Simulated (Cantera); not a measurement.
# Halide evaporation, hydrolysis and transport: LiCl + H₂

Charge: 1 mol LiCl, 17 mol H₂, equilibrated at 0.0345 Torr.

Equilibrium computed with Cantera from the NASA thermochemical tables; the gas is ideal and each condensed phase is pure. Candidate condensed phases: Li, LiCl, LiH; 11 gas species. The numbers say what is thermodynamically allowed, not how fast it happens.

| T (K) | x H₂ | x H | x LiCl | x Li | x Li₂Cl₂ | x HCl | x Cl | n LiCl(s) |
|---|---|---|---|---|---|---|---|---|
| 600 | 1.000 | <1e-12 | 4.94e-7 | <1e-12 | 9.77e-7 | <1e-12 | <1e-12 | 1.000 |
| 800 | 0.966 | 4.20e-10 | 0.0119 | 6.10e-8 | 0.0203 | 6.11e-8 | <1e-12 | 0 |
| 1000 | 0.945 | 3.25e-7 | 0.0537 | 6.69e-6 | 0.000930 | 6.70e-6 | 2.15e-12 | 0 |
| 1200 | 0.944 | 2.83e-5 | 0.0554 | 9.44e-5 | 1.75e-5 | 9.45e-5 | 2.45e-9 | 0 |
| 1400 | 0.943 | 0.000696 | 0.0549 | 0.000616 | 9.79e-7 | 0.000616 | 3.75e-7 | 0 |
| 1600 | 0.934 | 0.00775 | 0.0528 | 0.00248 | 1.07e-7 | 0.00246 | 1.62e-5 | 0 |
| 1800 | 0.889 | 0.0498 | 0.0469 | 0.00704 | 1.63e-8 | 0.00676 | 0.000290 | 0 |
| 2000 | 0.731 | 0.205 | 0.0345 | 0.0149 | 2.38e-9 | 0.0123 | 0.00258 | 0 |
| 2200 | 0.407 | 0.530 | 0.0166 | 0.0233 | 1.90e-10 | 0.0120 | 0.0113 | 0 |
x: gas mole fraction; n: condensed amount in mol.

At 600 K the condensed part is LiCl(s). From 800 K to 2200 K nothing is condensed. The main Li-bearing gas is Li₂Cl₂ at 600 K and Li at 2200 K.
